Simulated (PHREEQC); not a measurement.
Make-up at 25 °C: 125 mmol/kgw MgBr2 and 0.037 mmol/kgw K2SO4. Closed to the air; pH follows from the charge balance.

All values are PHREEQC results (Pitzer model, pitzer.dat), not measurements.

Task: The ionic strength comes out as 0.375 mol/kgw. What activity coefficients do Mg+2, Br-, K+, SO4-2 get?

Result: Mg+2 0.32, Br- 0.69, K+ 0.71, SO4-2 0.10. Single-ion values are on the MacInnes scale.

This is a speciation only: nothing precipitates in the calculation. Species that the database lacks are ignored.
